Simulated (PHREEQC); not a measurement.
Make-up at 10 °C and 50 atm: 0.24 mol/kgw Pb(NO3)2, 0.0013 mol/kgw HNO3 and 0.02 mol/kgw Cu(NO3)2. Closed to the air; pH follows from the charge balance.

Computed with PHREEQC (ion-association model, phreeqc.dat).

Each row changes one thing in this solution. This is a speciation only: nothing precipitates in the calculation.

```tsv
case	pH	ionic strength (mol/kgw)	NO3- (mol/kgw)	PbNO3+ (mol/kgw)	Pb+2 (mol/kgw)	Pb2OH+3 (mol/kgw)
as made	3.00	0.497	0.379	0.142	0.0980	5.47e-6
diluted 100-fold with water	4.84	0.00756	0.00509	0.000123	0.00227	1.66e-7
Cu(NO3)2 from 0.02 to 0.04 mol/kgw	3.00	0.547	0.414	0.147	0.0931	4.93e-6
temperature from 10 to 50 °C	3.00	0.507	0.384	0.137	0.103	6.27e-6
temperature from 10 to 5 °C	3.00	0.496	0.379	0.142	0.0976	5.40e-6
HNO3 from 0.0013 to 0.00013 mol/kgw	3.87	0.497	0.378	0.142	0.0981	4.05e-5
```

Under pressure, the constants of complexes without a molar volume in the database are unreliable. Away from 25 °C the constants follow the database's enthalpies or fits; those with neither stay at their 25 °C values.
